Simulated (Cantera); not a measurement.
Charge: 1 mol CaCO₃, 0.033 mol CO₂, 2.6 mol H₂O, at 698.15 K and 91.0 mbar.

These are equilibrium values from Cantera (NASA tables, ideal gas, pure condensed phases), not measurements of a reactor. Candidate condensed phases: C, C₆H₆, C₇H₈, C₈H₁₈, Ca, CaCO₃, CaO, Ca(OH)₂, H₂O; 115 gas species. The numbers say what is thermodynamically allowed, not how fast it happens.

Base state: H₂O 0.987, CO₂ 0.0125 (mole fractions); condensed: CaCO₃(calcite).

Q: What changes in the equilibrium state with this change: temperature from 698.15 K to 1875 K?

A: 
```csv
species,before,after
H₂O,0.987,0.707
CO₂,0.0125,0.277
CO,<1e-9,0.00601
Ca(OH)₂,<1e-9,2.55e-5
O₂,<1e-9,0.00438
H₂,<1e-9,0.00373
OH,<1e-9,0.00196
H,<1e-9,0.000133
O,<1e-9,5.28e-5
"CaCO₃(calcite), mol",1.00,0
"CaO(s), mol",0,1.000
```
